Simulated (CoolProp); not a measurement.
Vapour-liquid equilibrium of CHF3 (R23) (1) + sulfur hexafluoride (2) at -33.75 °C; x and y are mole fractions of (1).

Model: multi-fluid Helmholtz-energy mixture model, Penoncello 2003 and Guder 2009; pair parameters Bell 2016, in CoolProp.

Give the bubble pressure and the first vapour's composition at x = 0.05, 0.35, 0.5. Is there an azeotrope?

x = 0.05: 0.5305 MPa, y = 0.205; x = 0.35: 0.8119 MPa, y = 0.562; x = 0.5: 0.8686 MPa, y = 0.637. y crosses x between x = 0.8 and 0.95: the model has an azeotrope there.

The pair parameters rest on a limited set of measurements; away from them the model extrapolates.
